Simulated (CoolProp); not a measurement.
Properties of acetone along the isotherm 550 K (Tc = 508.1 K, pc = 4.692 MPa, ω = 0.307).

Values from CoolProp's reference Helmholtz-energy equation of state, Lemmon 2006. It is a short technical equation, of lower accuracy than the large ones.

```
p (MPa)  phase  Joule-Thomson coefficient (K/MPa)  isothermal compressibility (1/MPa)  fugacity coefficient
-------  -----  ---------------------------------  ----------------------------------  --------------------
0.293      gas                              8.902                               3.479                0.9814
0.587      gas                              9.005                               1.772                0.9631
0.88       gas                              9.110                               1.207                0.9450
1.17       gas                              9.217                              0.9275                0.9273
1.47       gas                              9.330                              0.7558                0.9092
1.76       gas                              9.442                              0.6467                0.8919
2.05       gas                              9.556                              0.5695                0.8749
2.35       gas                              9.676                              0.5108                0.8574
```
